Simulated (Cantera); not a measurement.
A closed system holds: 1 mol Si3H8, 0.11 mol HCl, 260 mol N2, equilibrated at 1.33 mbar.

These are equilibrium values from Cantera (NASA tables, ideal gas, pure condensed phases), not measurements of a reactor. Candidate condensed phases: NH4Cl, Si, Si3N4; 28 gas species. The feed counts by its element totals alone. N2 is the only nitrogen source here; it is nearly inert below about 1500 K, so the nitride shown seldom forms there in practice. The numbers say what is thermodynamically allowed, not how fast it happens.

**Question.** At 1423 K, list the 4 most abundant gas species with their mole fractions, and the condensed phases.

**Answer.** N2 0.984, H2 0.0153, HCl 0.000417, H 2.25e-5. Condensed: Si3N4(s).
